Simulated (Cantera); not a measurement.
Charge: 1 mol HBr, 0.14 mol O2, 0.23 mol H2, held at 13.3 mbar.

These are equilibrium values from Cantera (NASA tables, ideal gas, pure condensed phases), not measurements of a reactor. Candidate condensed phases: Br2, H2O; 12 gas species. The numbers say what is thermodynamically allowed, not how fast it happens.

Question: At 2075 K, list the 6 most abundant gas species with their mole fractions, and the condensed phases.

Answer: Br 0.366, HBr 0.293, H2O 0.183, H2 0.147, H 0.00884, OH 0.00126. Condensed: gas only.
